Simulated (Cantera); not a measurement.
Feed: 1 mol Si, 2.8 mol HCl, 0.28 mol N₂, 8.4 mol F₂, held at 1050 °C and 20.0 mbar.

Equilibrium computed with Cantera from the NASA thermochemical tables; the gas is ideal and each condensed phase is pure. Candidate condensed phases: NH₄Cl, Si, Si₃N₄; 49 gas species. The numbers say what is thermodynamically allowed, not how fast it happens.

Base state: F 0.507, HF 0.199, ClF 0.197, SiF₄ 0.0712, N₂ 0.0199, F₂ 0.00412, Cl 0.00192, Cl₂ 0.000318 (mole fractions); condensed: gas only.

### Question
What changes in the equilibrium state with this change: F₂ from 8.4 to 1.1 mol?

### Answer
```csv
species,before,after
HCl,5.82e-9,0.403
H₂,<1e-9,0.223
SiF₄,0.0712,0.163
F,0.507,<1e-9
ClF,0.197,<1e-9
SiCl₄,<1e-9,0.0926
SiCl₃,<1e-9,0.0154
SiCl₂,<1e-9,0.0140
HF,0.199,0.00259
N₂,0.0199,0.0776
SiF₃,<1e-9,0.00464
F₂,0.00412,<1e-9
"Si₃N₄(s), mol",0,0.0131
```
N₂ is the only nitrogen source here; it is nearly inert below about 1500 K, so the nitride shown seldom forms there in practice. The tables' values for SiCl₃, SiF₃, SiF₂ are old estimates; treat these amounts as uncertain.

### Question
What changes in the equilibrium state with this change: F₂ from 8.4 to 0.78 mol?

### Answer
```csv
species,before,after
HCl,5.82e-9,0.417
H₂,<1e-9,0.254
SiF₄,0.0712,0.125
F,0.507,<1e-9
ClF,0.197,<1e-9
SiCl₄,<1e-9,0.104
SiCl₃,<1e-9,0.0179
SiCl₂,<1e-9,0.0168
HF,0.199,0.00243
N₂,0.0199,0.0534
F₂,0.00412,<1e-9
SiF₃,<1e-9,0.00405
SiHCl₃,<1e-9,0.00323
SiHF₃,<1e-9,0.00151
"Si₃N₄(s), mol",0,0.0599
```
N₂ is the only nitrogen source here; it is nearly inert below about 1500 K, so the nitride shown seldom forms there in practice. The tables' values for SiCl₃, SiF₃, SiF₂ are old estimates; treat these amounts as uncertain.
